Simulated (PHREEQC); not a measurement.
Consider water at 25 °C with 0.56 mol K3PO4 per kg of water. It is in equilibrium with CO2 at log p = -3.4 (atm). Otherwise closed; pH follows from the charge balance.

Model: ion-association model, phreeqc.dat, run in PHREEQC.

Precipitation was switched off in this run.

Question: Order these P species by the share of P that they hold, largest first: PO4-3, HPO4-2, KHPO4-.

Answer: HPO4-2 (67 %), KHPO4- (24 %), PO4-3 (8.7 %)

The pH is 10.02 and the ionic strength 2.27 mol/kgw. Caution: at this ionic strength the ion-association model is outside its range; a Pitzer model would be the better tool where its parameters exist. Species that the database lacks are ignored.
